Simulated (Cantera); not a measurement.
Equilibrium for metals in furnace atmospheres: Pb + CO + N2

Charge: 1 mol Pb, 0.2 mol CO, 15 mol N2, held at 101000 Pa.

Method: chemical equilibrium by Gibbs-energy minimisation in Cantera with the NASA 1993 tables (ideal gas, pure condensed phases). Candidate condensed phases: C, Pb, PbO, PbO2, Pb3O4; 27 gas species. The numbers say what is thermodynamically allowed, not how fast it happens.

From 1023 K to 1173 K the condensed part is C(graphite) + Pb(l). From 1323 K to 1473 K the condensed part is Pb(l). From 1623 K to 1923 K nothing is condensed. The main Pb-bearing gas is Pb throughout.

```json
[
 {"T (K)": "1023", "x N2": "0.987", "x Pb": "2.63e-5", "x CO": "0.0130", "x CO2": "6.16e-5", "n C(graphite)": "0.000936", "n Pb(l)": "1.000"},
 {"T (K)": "1173", "x N2": "0.986", "x Pb": "0.000416", "x CO": "0.0131", "x CO2": "4.88e-6", "n C(graphite)": "7.42e-5", "n Pb(l)": "0.994"},
 {"T (K)": "1323", "x N2": "0.983", "x Pb": "0.00347", "x CO": "0.0131", "x CO2": "6.88e-7", "n C(graphite)": "0", "n Pb(l)": "0.947"},
 {"T (K)": "1473", "x N2": "0.968", "x Pb": "0.0186", "x CO": "0.0129", "x CO2": "1.43e-7", "n C(graphite)": "0", "n Pb(l)": "0.712"},
 {"T (K)": "1623", "x N2": "0.926", "x Pb": "0.0616", "x CO": "0.0123", "x CO2": "3.96e-8", "n C(graphite)": "0", "n Pb(l)": "0"},
 {"T (K)": "1773", "x N2": "0.926", "x Pb": "0.0617", "x CO": "0.0123", "x CO2": "4.01e-8", "n C(graphite)": "0", "n Pb(l)": "0"},
 {"T (K)": "1923", "x N2": "0.926", "x Pb": "0.0617", "x CO": "0.0123", "x CO2": "4.59e-8", "n C(graphite)": "0", "n Pb(l)": "0"}
]
```
x: gas mole fraction; n: condensed amount in mol.
